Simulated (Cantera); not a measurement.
A diamond (100) surface in a fixed gas of H2 with x(CH4) = 0.014, x(H) = 0.0022, at 1050 K, 1800 Pa; coverages are run to steady state.

Detailed kinetics in Cantera: the Harris–Goodwin 1993 mechanism for the reconstructed diamond (100) surface.

One state of this run: growth (µm/h) = 0.0386; θ c6HH = 0.555; θ c6H* = 0.0228; θ c6*H = 0.408; θ c6** = 0.0130; θ c6HM = 0.000646. θ: site fractions in the mechanism's names (c6HH fully hydrogenated, c6H* and c6*H radical sites, c6** diradical, c6HM methylated).

Which value of x(CH3) does it belong to?
A. 1.4e-05
B. 5.8e-06
C. 3.4e-05
D. 0.0011

B, 5.8e-06
